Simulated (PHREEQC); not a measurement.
2.3 g of hydrous ferric oxide (600 m²/g; 0.2 weak and 0.005 strong sites per Fe, Dzombak-Morel constants, diffuse double layer) in 1 kg of water with 0.001 mol/kgw of an inert sodium salt and 3.4e-05 mol NaH2PO4 and 0.0013 mol NaF, at 25 °C; the pH is set by adding NaOH or the inert anion's acid. Oxygen is held at 0.21 atm. No CO2 enters from the air. No solid was allowed to form.

Computed with PHREEQC (ion-association model, wateq4f.dat).

| pH | P sorbed (%) | F sorbed (%) | surface charge σ (C/m²) | surface potential ψ (mV) |
|---|---|---|---|---|
| 4 | 100.0 | 99.2 | 0.119 | 183 |
| 4.5 | 100.0 | 98.6 | 0.078 | ? |
| 5 | 100.0 | 96.9 | 0.049 | 143 |
| 5.5 | 100.0 | 93.0 | 0.030 | ? |
| 6 | 100.0 | 84.4 | 0.018 | 96 |
| 6.5 | 100.0 | 69.6 | 0.011 | 72 |
| 7 | 100.0 | 50.0 | 0.006 | ? |
| 7.5 | 100.0 | 29.9 | ? | 26 |
| 8 | 99.9 | 14.5 | 0.000 | 2 |
| 8.5 | 99.3 | 5.8 | -0.003 | ? |
| 9 | 94.5 | 2.1 | -0.007 | -52 |
| 9.5 | 67.2 | 0.7 | -0.013 | -79 |
| 10 | 20.7 | 0.3 | -0.023 | -105 |

Question: What belongs in the gaps?

Answer: 
- 4.5, surface potential ψ (mV): 165
- 5.5, surface potential ψ (mV): 120
- 7, surface potential ψ (mV): 49
- 7.5, surface charge σ (C/m²): 0.003
- 8.5, surface potential ψ (mV): -25

H3PO4, which wateq4f.dat lacks, is added to it with the constant of phreeqc.dat.
